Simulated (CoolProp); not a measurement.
Vapour-liquid equilibrium of n-butane (1) + n-decane (2) at 0.112 MPa; x and y are mole fractions of (1).

Values from CoolProp's multi-fluid Helmholtz-energy mixture model, Bücker 2006 and Lemmon 2006; pair parameters Kunz 2012.

Problem. Give the bubble temperature and the first vapour's composition at x = 0.2, 0.35, 0.65. Is there an azeotrope?

Solution. x = 0.2: 325.3 K, y = 0.992; x = 0.35: 304.7 K, y = 0.998; x = 0.65: 286.8 K, y = 1.000. No azeotrope shows between x = 0.05 and 0.95.

The pair parameters rest on a limited set of measurements; away from them the model extrapolates. The gap from Raoult's law changes sign with composition, which may be real or a fault of the pair parameters; it wasn't checked against measurements.
